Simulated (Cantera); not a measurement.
What does this Cantera script print?

```python
import numpy as np
import cantera as ct

gas_names = """
    AL ALH ALI ALI3 ALN AL2 AL2I6 H HI H2 I I2 N NH NH2 NH3 N2 N2H2 N2H4
""".split()
cond_names = """
    AL(cr) AL(L) ALI3(s) ALI3(L) ALN(s) I2(cr) I2(L)
""".split()


# ... load() reads the species with a 1 bar reference pressure and builds the phases ...
atoms = {
    'AlI3': {'AL': 1, 'I': 3},
    'NH3': {'N': 1, 'H': 3},
    'H2': {'H': 2},
    'N2': {'N': 2},
}
top_T = {'ALN(s)': 2750}  # K; cautious upper limits of use, not melting points


# ... equilibrate(T, P, feed) seeds the gas with the atoms and calls Mixture.equilibrate('TP', solver="vcs", rtol=1e-11, max_steps=5000) ...
results = []
feed = {'AlI3': 1, 'NH3': 4.3, 'H2': 230, 'N2': 2.3}  # mol
T = 1523.15  # K
P = 1000  # Pa
mix = equilibrate(T, P, feed)
results.append((T, P, feed, dict(zip(mix.species_names, mix.species_moles))))
x = sorted(zip(gas.X, gas.species_names), reverse=True)
print(f"T = {T:g} K  P = {P:g} Pa  gas = {mix.phase_moles(0):.4g} mol")
print("   x: " + "  ".join(f"{s} {v:.3e}" for v, s in x if v > 0.001))
print("   condensed (mol): " + ("  ".join(f"{mix.phase(i).name} {mix.phase_moles(i):.4g}"
      for i in range(1, mix.n_phases) if mix.phase_moles(i) > 1e-12) or "none"))
```

It prints:

```
T = 1523.15 K  P = 1000 Pa  gas = 243.4 mol
   x: H2 9.703e-01  N2 1.715e-02  I 8.107e-03  HI 2.388e-03  ALI 1.831e-03
   condensed (mol): ALN(s) 0.554
```

Method: chemical equilibrium by Gibbs-energy minimisation in Cantera with the NASA 1993 tables (ideal gas, pure condensed phases).
